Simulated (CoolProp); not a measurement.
The numbers come from the reference Helmholtz-energy equation of state, Thol 2022 in CoolProp.

For vinyl chloride, give the phase and the Z, cp (kJ/(kg K)), speed of sound (m/s), expansivity (1/kK) at 156.85 °C and 43.1 MPa; 156.85 °C and 56 MPa.


- 156.85 °C and 43.1 MPa: supercritical; Z 0.953, cp 1.56, speed of sound 741, expansivity 1.71
- 156.85 °C and 56 MPa: supercritical; Z 1.19, cp 1.52, speed of sound 823, expansivity 1.45
